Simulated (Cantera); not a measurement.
A closed system holds: 1 mol CaS, 0.79 mol H2S, 6.6 mol CO2, held at 13.3 mbar.

Method: chemical equilibrium by Gibbs-energy minimisation in Cantera with the NASA 1993 tables (ideal gas, pure condensed phases). Candidate condensed phases: C, C6H6, C7H8, C8H18, Ca, CaCO3, CaO, Ca(OH)2, CaS, CaSO4, H2O, H2SO4, S; 129 gas species. Gases not in the tables: S3 to S7. Equilibrium is a limit: real reactors are often held back by kinetics, nucleation or transport.

**Question.** At 500 °C, list the 5 most abundant gas species with their mole fractions, and the condensed phases.

**Answer.** CO2 0.858, H2S 0.0754, H2O 0.0284, COS 0.0148, CO 0.0135. Condensed: CaS(s).
